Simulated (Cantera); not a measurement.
Input (Python, Cantera):

```python
import numpy as np
import cantera as ct

gas = ct.Solution("h2o2.yaml")
gas.TPX = 1625, 101325, {'H2': 1, 'O2': 0.278, 'N2': 1.04}
reactor = ct.IdealGasConstPressureReactor(gas, energy="on", clone=False)
net = ct.ReactorNet([reactor])
net.rtol, net.atol = 1e-08, 1e-16
show = ['H2', 'O2', 'O', 'HO2', 'H2O', 'H2O2', 'H']
times = np.geomspace(5e-06, 2, 15)

steps = ct.SolutionArray(gas, extra=["t"])
rows = []
print(f"{'t/s':>10s}{'T/K':>9s}{'P/Pa':>11s}" + "".join(f"{s:>11s}" for s in show))
for t in times:
    while net.time < t:
        t_next = net.step()
        steps.append(gas.state, t=t_next)
    rows.append([np.interp(t, steps.t, y) for y in (steps.T, steps.P, *steps(*show).X.T)])
    print(f"{t:10.3e}{rows[-1][0]:9.1f}{rows[-1][1]:11.4g}" + "".join(f"{x:11.3e}" for x in rows[-1][2:]))
rate = np.gradient(steps.T, steps.t)
print("integrator steps:", len(steps.t))
if steps.T.max() > steps.T[0] + 200:
    print(f"time of steepest temperature rise: {steps.t[rate.argmax()]:.4e} s")
gas.TPX = 1625, 101325, {'H2': 1, 'O2': 0.278, 'N2': 1.04}
gas.equilibrate("HP")
print(f"equilibrium (HP): T = {gas.T:.1f} K  " + "  ".join(f"{s} {gas[s].X[0]:.3e}" for s in show))
```

Result:

```
       t/s      T/K       P/Pa         H2         O2          O        HO2        H2O       H2O2          H
 5.000e-06   1625.5  1.013e+05  4.303e-01  1.195e-01  6.024e-05  1.386e-05  7.562e-04  4.737e-07  6.875e-04
 1.256e-05   1919.9  1.013e+05  1.532e-01  7.546e-03  1.313e-02  4.384e-06  1.979e-01  6.083e-07  1.558e-01
 3.157e-05   2304.6  1.013e+05  1.748e-01  4.625e-03  9.120e-03  2.212e-06  2.112e-01  1.901e-07  1.093e-01
 7.933e-05   2627.6  1.013e+05  1.899e-01  2.492e-03  5.096e-03  1.431e-06  2.270e-01  1.144e-07  7.271e-02
 1.993e-04   2831.3  1.013e+05  1.984e-01  1.344e-03  2.777e-03  1.118e-06  2.392e-01  1.155e-07  5.033e-02
 5.008e-04   2868.0  1.013e+05  1.999e-01  1.161e-03  2.405e-03  1.042e-06  2.416e-01  1.166e-07  4.633e-02
 1.258e-03   2868.3  1.013e+05  1.999e-01  1.159e-03  2.402e-03  1.041e-06  2.416e-01  1.166e-07  4.630e-02
 3.162e-03   2868.3  1.013e+05  1.999e-01  1.159e-03  2.402e-03  1.041e-06  2.416e-01  1.166e-07  4.630e-02
 7.946e-03   2868.3  1.013e+05  1.999e-01  1.159e-03  2.402e-03  1.041e-06  2.416e-01  1.166e-07  4.630e-02
 1.997e-02   2868.3  1.013e+05  1.999e-01  1.159e-03  2.402e-03  1.041e-06  2.416e-01  1.166e-07  4.630e-02
 5.017e-02   2868.3  1.013e+05  1.999e-01  1.159e-03  2.402e-03  1.041e-06  2.416e-01  1.166e-07  4.630e-02
 1.261e-01   2868.3  1.013e+05  1.999e-01  1.159e-03  2.402e-03  1.041e-06  2.416e-01  1.166e-07  4.630e-02
 3.168e-01   2868.3  1.013e+05  1.999e-01  1.159e-03  2.402e-03  1.041e-06  2.416e-01  1.166e-07  4.630e-02
 7.959e-01   2868.3  1.013e+05  1.999e-01  1.159e-03  2.402e-03  1.041e-06  2.416e-01  1.166e-07  4.630e-02
 2.000e+00   2868.3  1.013e+05  1.999e-01  1.159e-03  2.402e-03  1.041e-06  2.416e-01  1.166e-07  4.630e-02
integrator steps: 1167
time of steepest temperature rise: 9.3647e-06 s
equilibrium (HP): T = 2868.3 K  H2 1.999e-01  O2 1.159e-03  O 2.402e-03  HO2 1.041e-06  H2O 2.416e-01  H2O2 1.166e-07  H 4.630e-02
```

Computed with Cantera and the H2/O2 subset of GRI-Mech 3.0, which has no nitrogen chemistry.
